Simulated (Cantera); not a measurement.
A closed system holds: 1 mol HMDSO, 0.66 mol NO, held at 1948 K and 0.0713 Torr.

Method: chemical equilibrium by Gibbs-energy minimisation in Cantera with the NASA 1993 tables (ideal gas, pure condensed phases). Candidate condensed phases: C, C₆H₆, C₇H₈, C₈H₁₈, H₂O, Si, SiC, SiO₂, Si₂N₂O, Si₃N₄; 151 gas species. The feed counts by its element totals alone. The numbers say what is thermodynamically allowed, not how fast it happens.

Base state: H₂ 0.719, CO 0.141, H 0.0983, N₂ 0.0273, Si 0.0110, HCN 0.00167, SiO 0.00116, C₂H₂ (acetylene) 0.000387 (mole fractions); condensed: C(graphite) + SiC(s).

### Question
What changes in the equilibrium state with this change: temperature from 1948 K to 2048.15 K?

### Answer
```
species             before    after
----------------  --------  -------
H₂                   0.719    0.608
H                   0.0983    0.179
CO                   0.141    0.128
Si                  0.0110   0.0520
N₂                  0.0273   0.0245
Si₂                4.51e-6  3.94e-5
SiC₂              0.000355  0.00268
Si₂C              0.000241  0.00174
SiN                5.24e-6  1.84e-5
C(graphite), mol      2.47     2.99
SiC(s), mol           1.85     1.23
```
The tables' values for SiN are old estimates; treat these amounts as uncertain.

### Question
What changes in the equilibrium state with this change: temperature from 1948 K to 1873 K?

### Answer
```csv
species,before,after
H₂,0.719,0.763
CO,0.141,0.145
H,0.0983,0.0578
Si,0.0110,0.00308
N₂,0.0273,0.0284
SiC₂,0.000355,6.76e-5
Si₂C,0.000241,4.75e-5
SiH,6.99e-5,2.44e-5
C₂H₂ (acetylene),0.000387,0.000238
"C(graphite), mol",2.47,2.38
"SiC(s), mol",1.85,1.95
```
